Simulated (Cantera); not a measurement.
# Moist CO burnout

An isothermal, constant-pressure homogeneous reactor starts with 0.419 % CO, 0.973 % O₂, 1.27 % H₂O, 97.3 % N₂, equivalence ratio 0.21, at 1375 K and 750 Torr.

Cantera simulation using GRI-Mech 3.0 (53 species, 325 reactions); the numbers are that mechanism's predictions, not measurements.

| t (s) | x CO | x O₂ | x H₂O | x H | x NO | x H₂ | x N₂O |
|---|---|---|---|---|---|---|---|
| 3.00e-5 | 0.00419 | 0.00973 | 0.0127 | 1.78e-11 | <1e-12 | 1.15e-12 | <1e-12 |
| 8.23e-5 | 0.00419 | 0.00973 | 0.0127 | 1.47e-10 | <1e-12 | 2.65e-11 | <1e-12 |
| 0.000226 | 0.00419 | 0.00973 | 0.0127 | 1.17e-9 | <1e-12 | 5.77e-10 | <1e-12 |
| 0.000620 | 0.00419 | 0.00973 | 0.0127 | 1.99e-8 | <1e-12 | 1.94e-8 | 9.17e-12 |
| 0.00170 | 0.00409 | 0.00967 | 0.0126 | 1.29e-5 | 6.62e-11 | 1.41e-5 | 5.86e-9 |
| 0.00468 | 0.000763 | 0.00800 | 0.0124 | 0.000123 | 2.28e-7 | 0.000148 | 2.75e-7 |
| 0.0128 | 7.48e-5 | 0.00768 | 0.0126 | 4.89e-6 | 3.08e-7 | 1.78e-5 | 4.10e-7 |
| 0.0352 | 8.42e-6 | 0.00765 | 0.0127 | 2.61e-7 | 3.19e-7 | 2.44e-6 | 4.45e-7 |
| 0.0967 | 9.02e-7 | 0.00765 | 0.0127 | 2.16e-8 | 3.23e-7 | 4.45e-7 | 3.57e-7 |
| 0.265 | 1.22e-7 | 0.00766 | 0.0127 | 3.17e-9 | 3.25e-7 | 1.20e-7 | 1.60e-7 |
| 0.729 | 4.01e-8 | 0.00766 | 0.0127 | 9.87e-10 | 3.26e-7 | 5.47e-8 | 2.45e-8 |
| 2.00 | 3.07e-8 | 0.00766 | 0.0127 | 7.32e-10 | 3.26e-7 | 4.48e-8 | 9.65e-9 |
x: mole fraction; the columns are a selection and need not sum to one.

Equilibrium at this temperature and pressure: CO 3.06e-8, O₂ 0.00759, H₂O 0.0127, H 7.30e-10, NO 0.000134, H₂ 4.48e-8, N₂O 9.53e-9 (gas phase only).
